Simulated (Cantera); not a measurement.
## Hydrocarbon pyrolysis for carbon deposition

A perfectly stirred reactor is fed with C2H6 : N2 = 1 : 78 (molar parts), at 0.0316 atm; it is held at 1750 K, and followed from long to short residence time.

Cantera simulation using GRI-Mech 3.0 (53 species, 325 reactions); the numbers are that mechanism's predictions, not measurements. GRI-Mech 3.0 stops at C3 and has no aromatics, soot or wall deposition, so with more carbon than oxygen in the feed, carbon stays in small species such as C2H2 where larger ones or solid carbon would form. Radical loss at walls, strong at low pressure, is not modelled.

```
τ (s)     x C2H6    x C2H4     x CH4    x C2H   x C2H2       x H     x HCN
------  --------  --------  --------  -------  -------  --------  --------
2.8      1.31e-6   8.89e-6  0.000353  1.13e-6   0.0118  0.000325  0.000558
1.0      3.51e-6   2.21e-5  0.000514  1.26e-6   0.0118  0.000359  0.000378
0.39     8.64e-6   5.09e-5  0.000721  1.40e-6   0.0117  0.000393  0.000259
0.14     2.29e-5  0.000125   0.00103  1.56e-6   0.0114  0.000435  0.000168
0.053    5.75e-5  0.000287   0.00139  1.74e-6   0.0109  0.000482  0.000109
0.020   0.000143  0.000635   0.00181  1.93e-6   0.0101  0.000535   6.96e-5
0.0074  0.000361   0.00134   0.00216  2.07e-6  0.00870  0.000590   4.26e-5
```
x: mole fraction; the columns are a selection and need not sum to one.
